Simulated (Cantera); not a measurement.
A Cantera script and what it prints.

```python
import numpy as np
import cantera as ct

gas_names = [...]  # 114 gases of nasa_gas.yaml made of C, Fe, H, O
cond_names = """
    C(gr) C6H6(L) C7H8(L) C8H18(L),n-octa Fe(a) Fe(c) Fe(d) Fe(L) FeC5O5(L) FeO(s) FeO(L) Fe(OH)2(s)
    Fe(OH)3(s) Fe2O3(s) Fe3O4(s) H2O(s) H2O(L)
""".split()


# ... load() reads the species with a 1 bar reference pressure and builds the phases ...
atoms = {
    'Fe(CO)5': {'Fe': 1, 'C': 5, 'O': 5},
    'CO': {'C': 1, 'O': 1},
    'H2': {'H': 2},
}
top_T = {'C(gr)': 4500, 'Fe2O3(s)': 1830, 'Fe3O4(s)': 1870}  # K; cautious upper limits of use, not melting points


# ... equilibrate(T, P, feed) seeds the gas with the atoms and calls Mixture.equilibrate('TP', solver="vcs", rtol=1e-11, max_steps=5000) ...
results = []
feed = {'Fe(CO)5': 1, 'CO': 0.3, 'H2': 5}  # mol
T = 950  # K
P = 17  # Pa
mix = equilibrate(T, P, feed)
results.append((T, P, feed, dict(zip(mix.species_names, mix.species_moles))))
print(gas.report(threshold=1e-05))
for i in range(1, mix.n_phases):
    print(f"{mix.phase(i).name:16s} {mix.phase_moles(i):12.5e} mol")
```

Output:

```
       temperature   950 K
          pressure   17 Pa
           density   3.3128e-05 kg/m^3
  mean mol. weight   15.392 kg/kmol
   phase of matter   gas

                          1 kg             1 kmol
                     ---------------   ---------------
          enthalpy       -2.4219e+06       -3.7278e+07  J
   internal energy        -2.935e+06       -4.5177e+07  J
           entropy             18042         2.777e+05  J/K
    Gibbs function       -1.9562e+07       -3.0109e+08  J
 heat capacity c_p            2049.9             31553  J/K
 heat capacity c_v            1509.8             23238  J/K

                      mass frac. Y      mole frac. X     chem. pot. / RT
                     ---------------   ---------------   ---------------
                CO           0.93615           0.51444           -48.806
               CO2        0.00021524         7.528e-05           -96.161
                H2          0.063581           0.48544           -26.782
               H2O        4.6408e-05        3.9651e-05           -74.137
     [ +110 minor]        7.0009e-06        6.7446e-06

C(gr)             1.11449e-03 mol
Fe(a)             1.00000e+00 mol
FeC5O5(L)         0.00000e+00 mol
FeO(s)            0.00000e+00 mol
Fe(OH)2(s)        0.00000e+00 mol
Fe(OH)3(s)        0.00000e+00 mol
Fe2O3(s)          0.00000e+00 mol
Fe3O4(s)          0.00000e+00 mol
```

These are equilibrium values from Cantera (NASA tables, ideal gas, pure condensed phases), not measurements of a reactor. Condensed phases not in the tables: cementite and carbon dissolved in iron.
